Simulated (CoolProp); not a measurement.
The numbers come from the reference Helmholtz-energy equation of state, Zhou 2011 in CoolProp.

For dimethyl carbonate, give the phase and the density (kg/m³), cp (kJ/(kg K)), speed of sound (m/s), Joule-Thomson coefficient (K/MPa) at 142.85 °C and 10600 kPa.


- 142.85 °C and 10600 kPa: liquid; density 917, cp 2.06, speed of sound 825, Joule-Thomson coefficient -0.186
